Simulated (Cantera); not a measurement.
An isothermal, constant-pressure homogeneous reactor starts with N₂O : N₂ = 1 : 1.4 (molar parts), at 1523 K and 0.00680 bar. Integrator tolerance rtol = 1e-08.

Model: GRI-Mech 3.0 (53 species, 325 reactions), integrated in Cantera. GRI-Mech 3.0 was tuned for natural gas; its chemistry of N2O as a main component is partial and can be far from experiment. Radical loss at walls, strong at low pressure, is not modelled. The temperature is held fixed by assumption; the heat of reaction is taken as removed at once.

Task: What does this change do: 0.097 parts H2O added?

Result: 
```tsv
quantity	before	after
x(N₂O) at 10.0 s	0.00234 (gas-phase equilibrium 6.55e-9)	0.000971 (gas-phase equilibrium 6.23e-9)
x(N₂) at 10.0 s	0.782 (gas-phase equilibrium 0.827)	0.768 (gas-phase equilibrium 0.800)
x(NO) at 10.0 s	0.0887 (gas-phase equilibrium 0.00127)	0.0633 (gas-phase equilibrium 0.00123)
x(O₂) at 10.0 s	0.127 (gas-phase equilibrium 0.172)	0.135 (gas-phase equilibrium 0.166)
x(NO₂) at 10.0 s	1.25e-5 (gas-phase equilibrium 4.73e-7)	1.20e-5 (gas-phase equilibrium 4.50e-7)
x(O) at 10.0 s	7.36e-5 (gas-phase equilibrium 2.79e-5)	5.40e-5 (gas-phase equilibrium 2.74e-5)
```

Task: What does this change do: temperature 1523 to 1000 K?

Result: 
| quantity | before | after |
|---|---|---|
| x(N₂O) at 10.0 s | 0.00234 (gas-phase equilibrium 6.55e-9) | 0.416 (gas-phase equilibrium 2.03e-10) |
| x(N₂) at 10.0 s | 0.782 (gas-phase equilibrium 0.827) | 0.583 (gas-phase equilibrium 0.828) |
| x(NO) at 10.0 s | 0.0887 (gas-phase equilibrium 0.00127) | 7.25e-6 (gas-phase equilibrium 2.92e-5) |
| x(O₂) at 10.0 s | 0.127 (gas-phase equilibrium 0.172) | 8.71e-5 (gas-phase equilibrium 0.172) |
| x(NO₂) at 10.0 s | 1.25e-5 (gas-phase equilibrium 4.73e-7) | 6.06e-11 (gas-phase equilibrium 1.17e-7) |
| x(O) at 10.0 s | 7.36e-5 (gas-phase equilibrium 2.79e-5) | 4.21e-8 (gas-phase equilibrium 7.97e-10) |
The mechanism lacks the step 2 NO + O2 → 2 NO2, which can matter for NO2 below about 1400 K.
